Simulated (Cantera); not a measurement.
# Thermodynamics of silicon carbide growth, feed CH3SiCl3 + HCl + H2

A closed system holds: 1 mol CH3SiCl3, 0.48 mol HCl, 9.1 mol H2, at 10000 Pa.

Cantera equilibrium calculation (NASA polynomials, part measured and part estimated; ideal gas, pure solids and liquids). Candidate condensed phases: C, C6H6, C7H8, C8H18, Si, SiC; 109 gas species. The feed counts by its element totals alone. The tables' values for SiCl3, SiCl are old estimates; treat these amounts as uncertain. Gases not in the tables: Si2H6 and higher silanes. Equilibrium is a limit: real reactors are often held back by kinetics, nucleation or transport.

From 998 K to 2198 K the condensed part is C(graphite) + SiC(s). The main Si-bearing gas is SiCl4 at 998 K and SiCl2 at 2198 K. The share of Si in condensed phases is highest at 1498 K (95.6 %) and lowest at 998 K (45.7 %).

```csv
T (K),log p H2,log p HCl,log p SiCl4,log p SiCl2,log p H,n C(graphite),n SiC(s)
998,-1.08,-1.95,-2.37,-6.01,-9.21,0.461,0.457
1098,-1.10,-1.76,-2.57,-5.19,-8.16,0.325,0.647
1198,-1.12,-1.65,-2.89,-4.59,-7.28,0.172,0.817
1298,-1.13,-1.59,-3.34,-4.16,-6.54,0.0770,0.918
1398,-1.14,-1.58,-3.84,-3.87,-5.89,0.0440,0.953
1498,-1.14,-1.57,-4.34,-3.64,-5.33,0.0416,0.956
1598,-1.14,-1.57,-4.79,-3.45,-4.84,0.0517,0.947
1698,-1.14,-1.58,-5.20,-3.29,-4.41,0.0682,0.930
1798,-1.14,-1.58,-5.57,-3.16,-4.02,0.0883,0.908
1898,-1.14,-1.59,-5.91,-3.05,-3.68,0.110,0.882
1998,-1.14,-1.60,-6.22,-2.95,-3.36,0.133,0.853
2098,-1.14,-1.61,-6.51,-2.86,-3.08,0.153,0.820
2198,-1.14,-1.62,-6.79,-2.80,-2.82,0.170,0.782
```
log p: log10 of the partial pressure in bar; n: condensed amount in mol.
